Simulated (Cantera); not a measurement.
A Cantera script and what it prints.

```python
import numpy as np
import cantera as ct

gas_names = """
    N2O VO2
""".split()
cond_names = """
    V(cr) V(L) VN(s)
""".split()


def load(file, names, dense=False):
    # The tables refer to 1 bar. Condensed volumes are neglected.
    table = {s.name: s for s in ct.Species.list_from_file(file)}
    out = []
    for n in names:
        d = dict(table[n].input_data)
        d["thermo"] = dict(d["thermo"], **{"reference-pressure": 1e5})
        if dense:
            d["equation-of-state"] = {"model": "constant-volume", "density": "1e6 g/cm^3"}
        out.append(ct.Species.from_dict(d))
    return out


species = {s.name: s for s in load("nasa_gas.yaml", gas_names) + load("nasa_condensed.yaml", cond_names)}
# Each term lists the table entries of one substance; the one whose range holds T is used.
reactions = {
    '5 V + 2 N2O(g) = VO2(g) + 4 VN':
        [(-5, ['V(cr)', 'V(L)']), (-2, ['N2O']), (1, ['VO2']), (4, ['VN(s)'])],
}


def pick(names, T):
    return next(species[n] for n in names if species[n].thermo.min_temp <= T <= species[n].thermo.max_temp)


results = []
for label, terms in reactions.items():
    print(label)
    print("     T/K   dH/kJ  dS/(J/K)   dG/kJ   log10 K")
    for T in [1573, 1723, 1873, 2023, 2173]:
        used = [(nu, pick(names, T)) for nu, names in terms]
        dH = sum(nu * s.thermo.h(T) for nu, s in used) / 1e6
        dS = sum(nu * s.thermo.s(T) for nu, s in used) / 1e3
        dG = dH - T * dS / 1e3
        logK = -dG * 1e6 / (ct.gas_constant * T * np.log(10))
        results.append((label, T, dH, dS, dG, logK, [s.name for _, s in used]))
        print(f"{T:8g} {dH:8.1f} {dS:8.1f} {dG:8.1f} {logK:8.2f}")
```

It prints:

```
5 V + 2 N2O(g) = VO2(g) + 4 VN
     T/K   dH/kJ  dS/(J/K)   dG/kJ   log10 K
    1573  -1255.5   -159.3  -1005.0    33.37
    1723  -1255.9   -159.5   -981.1    29.74
    1873  -1256.8   -160.0   -957.1    26.69
    2023  -1258.6   -160.9   -933.0    24.09
    2173  -1261.3   -162.2   -908.8    21.85
```

Standard-state values (1 bar) from the NASA 1993 polynomials, evaluated with Cantera. VN: taken at fixed stoichiometry. Condensed species are held in their standard states even where they would react or evaporate.
